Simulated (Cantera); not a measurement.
Mixture: H₂ : O₂ : N₂ = 1 : 0.649 : 2.99 (molar parts), equivalence ratio 0.77, at 23.0 bar, adiabatic and at constant volume. Ignition delay is the time to a rise of 400 K.

Cantera simulation using GRI-Mech 3.0 (53 species, 325 reactions); the numbers are that mechanism's predictions, not measurements. The hydrogen kinetics of GRI-Mech 3.0 are dated; newer H2 mechanisms differ, most at raised pressure. The pressure lies above the range GRI-Mech 3.0 was tuned for (to about 10 atm).

Task: At T0 = 1200 K, what is the delay, and which 5 reactions control it most (d ln τ / d ln k, from doubling and halving each rate constant)?

Result: The delay is 0.134 ms.
```csv
reaction,d ln τ / d ln k,faster rate
H + O2 <=> O + OH,-1.00,shortens it
H + H2O2 <=> H2 + HO2,-0.46,shortens it
H + O2 + N2 <=> HO2 + N2,0.46,lengthens it
2 OH (+M) <=> H2O2 (+M),-0.42,shortens it
H + O2 + M <=> HO2 + M,0.24,lengthens it
```
